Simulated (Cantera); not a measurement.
An isothermal plug-flow reactor at 575 K and 1.00 bar (inlet), inlet velocity 0.89 m/s, active area per volume 4100 1/m; feed 1.78 % H2, 4.51 % O2, 93.7 % N2, equivalence ratio 0.20.

Cantera simulation using Deutschmann's 1995 Pt surface mechanism with GRI-Mech 3.0 gas chemistry; the numbers are that mechanism's predictions, not measurements. Catalytic surfaces can have several steady states; this one follows from the mechanism file's or the stated starting coverage. Mass transfer to the wall is taken as infinitely fast.

One state of this run: x H2 = 3.78e-5; x O2 = 0.0365; x H2O = 0.0179; θ free Pt = 0.00189; θ O* = 0.995; θ OH* = 0.00317. x: gas mole fraction; θ: surface coverage.

Problem. Which value of z (m) does it belong to?
(A) 0.0002
(B) 0.00043
(C) 0.0043
(D) 0.002

Solution. C, 0.0043
